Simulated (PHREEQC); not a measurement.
Solution (15 °C): 13 mmol/kgw H3PO4 and 4.1 mmol/kgw NaF. Closed to the air; pH follows from the charge balance.

Computed with PHREEQC (ion-association model, wateq4f.dat).

No solid was allowed to form.

### Question
Estimate the pH, ionic strength.

### Answer
pH 2.34; ionic strength 0.00909 mol/kgw.

### Question
In which forms is P present?

### Answer
H2PO4- 65 %, H3PO4 35 % of the P.

H3PO4, which wateq4f.dat lacks, is added to it with the constant of phreeqc.dat.
